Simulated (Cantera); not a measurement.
Feed: 1 mol Si, 1.4 mol HBr, 11 mol H2, held at 1650 K.

Method: chemical equilibrium by Gibbs-energy minimisation in Cantera with the NASA 1993 tables (ideal gas, pure condensed phases). Candidate condensed phases: Br2, Si; 19 gas species. The numbers say what is thermodynamically allowed, not how fast it happens.

Problem. What share of the Si ends up in condensed phases as a function of P (Pa), at 1, 4.20, 18, 75, 320, 1300, 5600, 24000, 100000?

Solution. 
| P (Pa) | Si condensed (%) | as |
|---|---|---|
| 1 | 55.5 | Si(s) |
| 4.20 | 79.7 | Si(s) |
| 18 | 82.2 | Si(s) |
| 75 | 80.8 | Si(s) |
| 320 | 79.3 | Si(s) |
| 1300 | 78.5 | Si(s) |
| 5600 | 78.0 | Si(s) |
| 24000 | 77.7 | Si(s) |
| 100000 | 77.4 | Si(s) |
